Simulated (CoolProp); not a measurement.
A single-stage vapour-compression cycle with carbonyl sulfide: evaporating at 298.15 K (dew point), condensing at 342.15 K (bubble point), superheat 8 K, subcooling 0 K, compressor efficiency 0.9, no pressure losses. Each further row changes one setting.

Model: reference Helmholtz-energy equation of state, Lemmon 2006, in CoolProp. It is a short technical equation, of lower accuracy than the large ones.

| case | cooling COP | pressure ratio | discharge temperature (K) | refrigerating effect (kJ/kg) | volumetric capacity (kJ/m³) |
|---|---|---|---|---|---|
| as stated | 4.53 | 2.60 | 381.9 | 186 | 6610 |
| evaporating temperature 303.15 K | 5.29 | 2.30 | 377.8 | 187 | 7520 |
| condensing temperature 337.15 K | 5.30 | 2.36 | 373.5 | 194 | 6910 |
| subcooling 5 K | 4.74 | 2.60 | 381.9 | 195 | 6920 |
| superheat 18 K | 4.50 | 2.60 | 393.0 | 195 | 6570 |
| compressor efficiency 0.8 | 4.03 | 2.60 | 387.1 | 186 | 6610 |
